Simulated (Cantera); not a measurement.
A closed system holds: 1 mol CaO, 2 mol HCl, 2.3 mol H2, at 1.33 mbar.

Method: chemical equilibrium by Gibbs-energy minimisation in Cantera with the NASA 1993 tables (ideal gas, pure condensed phases). Candidate condensed phases: Ca, CaCl2, CaO, Ca(OH)2, H2O; 21 gas species. Mutual solubility and eutectic melting of coexisting phases are not modelled. Condensed phases not in the tables: oxide chlorides. Kinetics and transport are ignored.

x: gas mole fraction; n: condensed amount in mol.

| T (K) | x H2 | x H2O | x HCl | x CaCl2 | x H | n CaCl2(s) | n CaO(s) | n CaCl2(l) |
|---|---|---|---|---|---|---|---|---|
| 650 | 0.697 | 0.303 | 3.07e-5 | <1e-12 | <1e-12 | 1.000 | 0 | 0 |
| 750 | 0.697 | 0.303 | 0.000440 | 5.44e-11 | 7.23e-12 | 0.999 | 0.000726 | 0 |
| 850 | 0.696 | 0.301 | 0.00334 | 2.12e-8 | 4.68e-10 | 0.994 | 0.00553 | 0 |
| 950 | 0.691 | 0.292 | 0.0163 | 2.28e-6 | 1.27e-8 | 0.973 | 0.0271 | 0 |
| 1050 | 0.677 | 0.267 | 0.0560 | 9.64e-5 | 1.83e-7 | 0 | 0.0951 | 0.905 |
| 1150 | 0.652 | 0.220 | 0.127 | 0.00157 | 1.65e-6 | 0 | 0.224 | 0.771 |
| 1250 | 0.608 | 0.152 | 0.224 | 0.0158 | 1.03e-5 | 0 | 0.425 | 0.516 |
| 1350 | 0.535 | ___ | ___ | ___ | ___ | 0 | ___ | 0 |
| 1450 | 0.535 | 0.104 | 0.257 | 0.104 | 0.000189 | 0 | 0.552 | 0 |
| 1550 | 0.534 | 0.118 | 0.228 | 0.118 | 0.000631 | 0 | 0.492 | 0 |
| 1650 | 0.534 | 0.130 | ___ | 0.130 | ___ | 0 | ___ | 0 |
| 1750 | 0.531 | 0.140 | 0.183 | 0.140 | 0.00464 | 0 | 0.396 | 0 |
| 1850 | 0.527 | 0.148 | 0.164 | 0.147 | 0.0107 | 0 | 0.359 | 0 |

Question: Fill in the missing entries.

Answer: 
- 1650, x HCl: 0.204
- 1650, x H: 0.00182
- 1650, n CaO(s): 0.440
- 1350, x H2O: 0.0881
- 1350, x HCl: 0.289
- 1350, x CaCl2: 0.0881
- 1350, x H: 4.77e-5
- 1350, n CaO(s): 0.621
